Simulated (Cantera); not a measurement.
Charge: 1 mol Al2O3, 51 mol H2, held at 9.90 mbar.

These are equilibrium values from Cantera (NASA tables, ideal gas, pure condensed phases), not measurements of a reactor. Candidate condensed phases: Al, Al2O3, H2O; 19 gas species. Equilibrium is a limit: real reactors are often held back by kinetics, nucleation or transport.

Task: At 1823 K, list the 4 most abundant gas species with their mole fractions, and the condensed phases.

Result: H2 0.996, H 0.00434, H2O 9.31e-5, Al 4.97e-5. Condensed: Al2O3(s).
